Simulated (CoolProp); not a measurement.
2000 sccm (0 °C, 1 atm) of nitrogen bubbles through liquid ethanol at 330.7 K and leaves saturated at a total pressure of 0.15 MPa (ideal gas phase). Each further row changes one setting.

The numbers come from the reference Helmholtz-energy equation of state, Schroeder 2014 in CoolProp.

```json
[
 {"case": "as stated", "vapour pressure (kPa)": "41.8", "mole fraction of vapour": "0.279", "delivery (mg/min)": "?", "delivery (sccm)": "774", "change of delivery for a bath 1 K warmer (%)": "?"},
 {"case": "bath temperature 335.7 K", "vapour pressure (kPa)": "?", "mole fraction of vapour": "0.349", "delivery (mg/min)": "2200", "delivery (sccm)": "1070", "change of delivery for a bath 1 K warmer (%)": "7.0"},
 {"case": "total pressure 0.3 MPa", "vapour pressure (kPa)": "41.8", "mole fraction of vapour": "?", "delivery (mg/min)": "?", "delivery (sccm)": "324", "change of delivery for a bath 1 K warmer (%)": "?"}
]
```

Complete the blanks.


- as stated, delivery (mg/min): 1590
- as stated, change of delivery for a bath 1 K warmer (%): 6.5
- bath temperature 335.7 K, vapour pressure (kPa): 52.3
- total pressure 0.3 MPa, mole fraction of vapour: 0.139
- total pressure 0.3 MPa, delivery (mg/min): 666
- total pressure 0.3 MPa, change of delivery for a bath 1 K warmer (%): 5.4
